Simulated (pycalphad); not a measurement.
CALPHAD calculation (pycalphad, COST 507 light-alloy database (1999)), 1 atm. The database dates from 1999; later assessments differ in places, in temperatures and in the compounds included.

## Sn-5.06Si (at.%): equilibrium cooling sequence

```tsv
T (K)	phases above	phases below
1344.6	liquid	diamond (Si) + liquid
505.0	diamond (Si) + liquid	bct (Sn) + diamond (Si)
```

Changes were sought between steps of 20 K, so a narrower field can be missed.
